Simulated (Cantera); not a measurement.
Feed: 1 mol C₂H₅OH, 0.014 mol NH₃, 1.1 mol H₂, held at 0.100 bar.

These are equilibrium values from Cantera (NASA tables, ideal gas, pure condensed phases), not measurements of a reactor. Candidate condensed phases: C, C₆H₆, C₇H₈, C₈H₁₈, H₂O; 136 gas species. The numbers say what is thermodynamically allowed, not how fast it happens. All values below are at 2800 K.

Base state: H₂ 0.600, H 0.200, CO 0.175, C₂H₂ (acetylene) 0.0200, HCN 0.00166, C₂H 0.000844, C₃ 0.000316, C₄H₂ 0.000278 (mole fractions); condensed: C(graphite).

What changes in the equilibrium state with this change: NH₃ from 0.014 to 2.5 mol?


```csv
species,before,after
H₂,0.600,0.565
H,0.200,0.195
N₂,0.000241,0.0927
CO,0.175,0.0893
HCN,0.00166,0.0316
C₂H₂ (acetylene),0.0200,0.0189
C₂N₂,9.31e-8,3.59e-5
CN,4.67e-5,0.000916
"C(graphite), mol",0.737,0.111
```
